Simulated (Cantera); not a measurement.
Input (Python, Cantera) and output of one run.

```python
import numpy as np
import cantera as ct

gas_names = [...]  # 109 gases of nasa_gas.yaml made of C, Cl, H, Si
cond_names = """
    C(gr) C6H6(L) C7H8(L) C8H18(L),n-octa Si(cr) Si(L) SiC(b)
""".split()


# ... load() reads the species with a 1 bar reference pressure and builds the phases ...
atoms = {
    'SiCl4': {'Si': 1, 'CL': 4},
    'C2H4': {'C': 2, 'H': 4},
    'H2': {'H': 2},
}
top_T = {'C(gr)': 4500, 'SiC(b)': 3050}  # K; cautious upper limits of use, not melting points


# ... equilibrate(T, P, feed) seeds the gas with the atoms and calls Mixture.equilibrate('TP', solver="vcs", rtol=1e-11, max_steps=5000) ...
results = []
feed = {'SiCl4': 1, 'C2H4': 0.0085, 'H2': 2}  # mol
T = 2525  # K
P = 100000  # Pa
mix = equilibrate(T, P, feed)
results.append((T, P, feed, dict(zip(mix.species_names, mix.species_moles))))
x = sorted(zip(gas.X, gas.species_names), reverse=True)
print(f"T = {T:g} K  P = {P:g} Pa  gas = {mix.phase_moles(0):.4g} mol")
print("   x: " + "  ".join(f"{s} {v:.3e}" for v, s in x if v > 1e-06))
print("   condensed (mol): " + ("  ".join(f"{mix.phase(i).name} {mix.phase_moles(i):.4g}"
      for i in range(1, mix.n_phases) if mix.phase_moles(i) > 1e-12) or "none"))
```

Result:

```
T = 2525 K  P = 100000 Pa  gas = 4.071 mol
   x: HCL 4.675e-01  H2 2.526e-01  SiCL2 2.282e-01  CL 1.839e-02  H 1.409e-02  SiCL3 1.149e-02  SiCL 3.863e-03  C2H2,acetylene 1.802e-03  Si 1.043e-03  SiCL4 3.528e-04  SiC2 1.726e-04  SiHCL3 1.693e-04  SiH 1.334e-04  Si2C 8.815e-05  SiH2 5.157e-05  C2HCL 3.980e-05  CL2 2.555e-05  SiH2CL2 1.778e-05  C2H 7.607e-06  CH4 7.089e-06  CH3 7.070e-06  C4H2 5.315e-06  Si2 5.274e-06  C2H2,vinylidene 1.527e-06
   condensed (mol): none
```

These are equilibrium values from Cantera (NASA tables, ideal gas, pure condensed phases), not measurements of a reactor. The tables' values for SiCl3, SiCl are old estimates; treat these amounts as uncertain. Gases not in the tables: Si2H6 and higher silanes.
